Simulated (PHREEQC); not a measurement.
A made-up water analysis in mg/L, 25 °C, pH 6.32, pe 9.1: Na 11.7; K 0.839; Ca 4.44; Mg 0.239; Cl 0.566; S(6) as SO4 4.92; Alkalinity as HCO3 41.2; Cd 0.032; Zn 0.805; B 0.0607; Sr 0.514; N(5) as NO3 0.787; Br 0.0131.

Valence states are taken as typed.

Computed with PHREEQC (ion-association model, phreeqc.dat).

This is a speciation only: nothing precipitates in the calculation.

Problem. Estimate the charge-balance error.

Solution. charge-balance error 0.1 %.

Problem. In which forms is C present?

Solution. CO2 51 %, HCO3- 49 % of the C.
